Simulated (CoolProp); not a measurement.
Vapour-liquid equilibrium of propane (1) + R236EA (2) at 265.9 K; x and y are mole fractions of (1).

Values from CoolProp's multi-fluid Helmholtz-energy mixture model, Lemmon 2009 and Rui 2013; pair parameters Bell 2016.

```csv
x,bubble pressure (bar),y at the bubble point,dew pressure at overall composition x (bar),liquid density (mol/L)
0.05,1.282,0.566,0.5968,10.09
0.125,2.094,0.744,0.6475,10.19
0.2,2.637,0.804,0.7074,10.29
0.275,2.978,0.832,0.7793,10.40
0.35,3.181,0.847,0.8673,10.51
0.425,3.298,0.855,0.9773,10.63
0.5,3.370,0.861,1.119,10.76
0.575,3.424,0.866,1.308,10.91
0.65,3.477,0.872,1.572,11.07
0.725,3.538,0.882,1.965,11.26
0.8,3.610,0.896,2.599,11.48
0.875,3.688,0.920,3.496,11.72
0.95,3.755,0.960,3.744,12.00
```

No azeotrope shows between x = 0.05 and 0.95.

Pair parameters are fitted to limited data, so mixtures are less certain than the pure fluids. With so large a gap from Raoult's law the liquid may split in two, which this calculation doesn't test in full.
